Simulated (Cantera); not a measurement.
A freely propagating, adiabatic, planar premixed flame of H2 : O2 : N2 : H2O = 1.3 : 0.625 : 2.35 : 0.75 (molar parts), equivalence ratio 1.0, unburnt at 475 K and 1.00 atm; mixture-averaged transport, grid criteria slope 0.08 and curve 0.16, no radiation.

Cantera simulation using the H2/O2 subset of GRI-Mech 3.0, which has no nitrogen chemistry; the numbers are that mechanism's predictions, not measurements. Burning velocities carry a grid error of a few per cent, more on coarse grids.

x: mole fraction of selected species; z is measured from the peak of heat release.

| z (mm) | T (K) | u (m/s) | x H2 | x O2 | x H2O | x H | x O | x HO2 |
|---|---|---|---|---|---|---|---|---|
| -1.12 | 475 | 3.39 | 0.259 | 0.124 | 0.149 | <1e-8 | <1e-8 | <1e-8 |
| -0.746 | 475 | 3.39 | 0.259 | 0.124 | 0.149 | <1e-8 | <1e-8 | <1e-8 |
| -0.559 | 475 | 3.39 | 0.259 | 0.124 | 0.149 | <1e-8 | <1e-8 | 1.36e-8 |
| -0.373 | 475 | 3.39 | 0.258 | 0.125 | 0.149 | <1e-8 | 1.14e-8 | 3.75e-7 |
| -0.186 | 494 | 3.47 | 0.246 | 0.126 | 0.153 | … | … | … |
| -0.0932 | … | 4.78 | … | 0.122 | … | … | … | … |
| 0 | 1116 | 7.40 | 0.145 | 0.0952 | 0.244 | 0.0118 | 0.00162 | 0.000178 |
| 0.0932 | 1415 | 9.28 | 0.0820 | 0.0540 | 0.322 | 0.0253 | 0.00451 | 7.28e-5 |
| 0.186 | 1576 | 10.3 | 0.0538 | 0.0311 | 0.362 | 0.0282 | 0.00541 | 3.61e-5 |
| 0.373 | 1729 | 11.2 | 0.0431 | 0.0204 | 0.383 | 0.0222 | 0.00477 | 1.98e-5 |
| 0.746 | 1866 | 12.0 | 0.0382 | 0.0156 | 0.397 | 0.0143 | 0.00330 | 1.22e-5 |
| 1.49 | 1981 | 12.6 | 0.0323 | 0.0115 | 0.411 | 0.00838 | 0.00200 | 7.15e-6 |
| 2.98 | 2066 | 13.1 | 0.0262 | 0.00814 | 0.424 | 0.00472 | 0.00112 | 3.97e-6 |

Q: Complete the blanks.

A: 
- -0.186, x H: 3.89e-6
- -0.186, x O: 1.78e-6
- -0.186, x HO2: 0.000131
- -0.0932, T (K): 700
- -0.0932, x H2: 0.211
- -0.0932, x H2O: 0.176
- -0.0932, x H: 0.00113
- -0.0932, x O: 0.000105
- -0.0932, x HO2: 0.000485
